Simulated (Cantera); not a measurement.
Input: 1 mol Fe2O3, 0.27 mol HCl, 0.094 mol H2, at 0.230 bar.

Equilibrium computed with Cantera from the NASA thermochemical tables; the gas is ideal and each condensed phase is pure. Candidate condensed phases: Fe, FeCl2, FeCl3, FeO, Fe(OH)2, Fe(OH)3, Fe2O3, Fe3O4, H2O; 22 gas species. Mutual solubility and eutectic melting of coexisting phases are not modelled. The numbers say what is thermodynamically allowed, not how fast it happens. All values below are at 1098 K.

Base state: HCl 0.722, H2O 0.269, FeCl2 0.00787, FeCl3 0.00164, Fe2Cl4 3.51e-5, Cl2 2.56e-5, Cl 1.56e-5 (mole fractions); condensed: Fe2O3(s) + Fe3O4(s).

Task: What changes in the equilibrium state with this change: HCl from 0.27 to 0.45 mol?

Result: 
```
species         before    after
-------------  -------  -------
HCl              0.722    0.791
H2O              0.269    0.192
FeCl2          0.00787   0.0132
Fe2Cl4         3.51e-5  9.95e-5
FeCl3          0.00164  0.00358
Cl2            2.56e-5  4.30e-5
Cl             1.56e-5  2.02e-5
Fe2O3(s), mol    0.721    0.724
Fe3O4(s), mol    0.185    0.181
```
